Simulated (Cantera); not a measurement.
What does this Cantera script print?

```python
import numpy as np
import cantera as ct

gas = ct.Solution("gri30.yaml")
gas.TPX = 450, 100000, {'CH4': 1, 'H2': 0.24, 'O2': 2.75, 'N2': 12.9, 'H2O': 0.38}
flame = ct.FreeFlame(gas, width=0.04)
flame.set_refine_criteria(ratio=3, slope=0.08, curve=0.16)
flame.transport_model = "mixture-averaged"
flame.solve(loglevel=0, auto=True)
z, T = flame.grid, flame.T
thick = (T[-1] - T[0]) / np.gradient(T, z).max()
show = ['CH4', 'H2', 'O2', 'NO', 'H', 'C2H6']
print(f"laminar burning velocity  {flame.velocity[0] * 100:.3f} cm/s")
print(f"burnt temperature         {T[-1]:.1f} K")
print(f"thermal thickness         {thick * 1e3:.4f} mm")
print(f"grid points               {len(z)}")
z0 = z[flame.heat_release_rate.argmax()]
print(f"{'z/mm':>9s}{'T/K':>9s}{'u/(m/s)':>9s}" + "".join(f"{s:>11s}" for s in show))
rows = []
for k in (-3, -2, -1.5, -1, -0.5, -0.25, 0, 0.25, 0.5, 1, 2, 4, 8):
    zz = z0 + k * thick
    rows.append([k * thick, np.interp(zz, z, T), np.interp(zz, z, flame.velocity),
                 *(np.interp(zz, z, flame.X[gas.species_index(s)]) for s in show)])
    print(f"{rows[-1][0] * 1e3:9.3f}{rows[-1][1]:9.1f}{rows[-1][2]:9.3f}" + "".join(f"{x:11.3e}" for x in rows[-1][3:]))
```

Output:

```
laminar burning velocity  32.947 cm/s
burnt temperature         1836.0 K
thermal thickness         0.6625 mm
grid points               139
     z/mm      T/K  u/(m/s)        CH4         H2         O2         NO          H       C2H6
   -1.988    450.6    0.330  5.789e-02  1.351e-02  1.593e-01  9.181e-11  2.701e-14  3.465e-08
   -1.325    455.6    0.333  5.765e-02  1.296e-02  1.591e-01  1.046e-09  3.099e-12  6.287e-07
   -0.994    469.5    0.343  5.694e-02  1.235e-02  1.583e-01  4.355e-09  4.339e-11  3.142e-06
   -0.663    541.2    0.396  5.329e-02  1.129e-02  1.535e-01  3.514e-08  4.952e-09  2.714e-05
   -0.331    863.3    0.635  3.690e-02  9.771e-03  1.278e-01  4.842e-07  1.063e-05  2.464e-04
   -0.166   1176.4    0.868  2.040e-02  8.913e-03  9.907e-02  1.148e-06  1.435e-04  3.700e-04
    0.000   1486.0    1.098  4.448e-03  7.080e-03  6.586e-02  2.103e-06  9.596e-04  4.558e-05
    0.166   1618.2    1.192  2.166e-04  4.282e-03  4.877e-02  3.194e-06  1.754e-03  8.903e-08
    0.331   1672.4    1.227  5.876e-06  3.164e-03  4.367e-02  3.943e-06  1.675e-03  6.293e-11
    0.663   1733.5    1.267  8.049e-09  2.331e-03  4.040e-02  4.813e-06  1.052e-03  3.237e-16
    1.325   1786.1    1.303  2.432e-13  1.304e-03  3.848e-02  5.654e-06  4.004e-04  3.760e-23
    2.650   1817.6    1.323  5.079e-19  5.178e-04  3.759e-02  6.322e-06  9.497e-05  2.306e-30
    5.300   1831.0    1.332  2.302e-20  1.741e-04  3.734e-02  6.747e-06  1.834e-05  1.767e-31
```

Detailed kinetics in Cantera: GRI-Mech 3.0 (53 species, 325 reactions). Burning velocities carry a grid error of a few per cent, more on coarse grids.
